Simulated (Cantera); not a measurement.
Equilibrium for abatement and gas-phase synthesis: H2O + SO2 + O2

Charge: 1 mol H2O, 0.04 mol SO2, 2.2 mol O2, held at 798.15 K and 0.280 bar.

Equilibrium computed with Cantera from the NASA thermochemical tables; the gas is ideal and each condensed phase is pure. Candidate condensed phases: H2O, H2SO4, S; 19 gas species. Kinetics and transport are ignored.

```
Item                                    Result
-----------------------------------  ---------
x(O2)                                    0.677
x(H2O)                                   0.310
x(SO3)                                  0.0116
x(SO2)                                0.000747
x(H2SO4)                               6.95e-5
gas amount                           3.221 mol
log10 activity of H2SO4(l) (absent)      -5.74
log10 activity of S(l) (absent)         -22.48
```
